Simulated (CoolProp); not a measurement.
A simple Rankine cycle with water: condensing at 310.15 K, boiler at 6.21 MPa, turbine inlet 701 K, turbine efficiency 0.85, pump efficiency 0.6, no recuperator. Each further row changes one setting.

Model: reference Helmholtz-energy equation of state, Wagner 2002, in CoolProp.

```json
[
 {"case": "as stated", "thermal efficiency (%)": "32.8", "net work (kJ/kg)": "1010", "heat in (kJ/kg)": "3080", "turbine exit temperature (K)": "310.2", "volume ratio over the turbine": "404"},
 {"case": "turbine inlet 721 K", "thermal efficiency (%)": "33.0", "net work (kJ/kg)": "1030", "heat in (kJ/kg)": "3130", "turbine exit temperature (K)": "310.2", "volume ratio over the turbine": "394"},
 {"case": "condensing temperature 302.15 K", "thermal efficiency (%)": "33.8", "net work (kJ/kg)": "1050", "heat in (kJ/kg)": "3110", "turbine exit temperature (K)": "302.1", "volume ratio over the turbine": "610"},
 {"case": "boiler pressure 4.35 MPa", "thermal efficiency (%)": "31.7", "net work (kJ/kg)": "(withheld)", "heat in (kJ/kg)": "3110", "turbine exit temperature (K)": "310.2", "volume ratio over the turbine": "(withheld)"},
 {"case": "turbine efficiency 0.75", "thermal efficiency (%)": "28.9", "net work (kJ/kg)": "(withheld)", "heat in (kJ/kg)": "3080", "turbine exit temperature (K)": "310.2", "volume ratio over the turbine": "427"}
]
```

Task: Some entries are withheld; supply them.

Result: 
- boiler pressure 4.35 MPa, net work (kJ/kg): 986
- boiler pressure 4.35 MPa, volume ratio over the turbine: 284
- turbine efficiency 0.75, net work (kJ/kg): 890

The expansion ends wet for: as stated; turbine inlet 721 K; condensing temperature 302.15 K; boiler pressure 4.35 MPa; turbine efficiency 0.75.
